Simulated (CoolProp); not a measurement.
A Linde-Hampson liquefier for methane: isothermal reversible compression at 290 K from 1 atm to 20 MPa, throttling to 1 atm, return gas leaving the recuperator 10 K below the feed. Each further row changes one setting.

Values from CoolProp's reference Helmholtz-energy equation of state, Setzmann 1991.

```
case                        liquid yield per pass  compression work (kJ/kg of gas)
--------------------------  ---------------------  -------------------------------
as stated                                       ?                              747
high pressure 40 MPa                            ?                                ?
warm-end temperature 320 K                      ?                                ?
warm-end gap 15 K                               ?                              747
```

Some entries are withheld; supply them.


- as stated, liquid yield per pass: 0.196
- high pressure 40 MPa, liquid yield per pass: 0.249
- high pressure 40 MPa, compression work (kJ/kg of gas): 840
- warm-end temperature 320 K, liquid yield per pass: 0.141
- warm-end temperature 320 K, compression work (kJ/kg of gas): 842
- warm-end gap 15 K, liquid yield per pass: 0.185
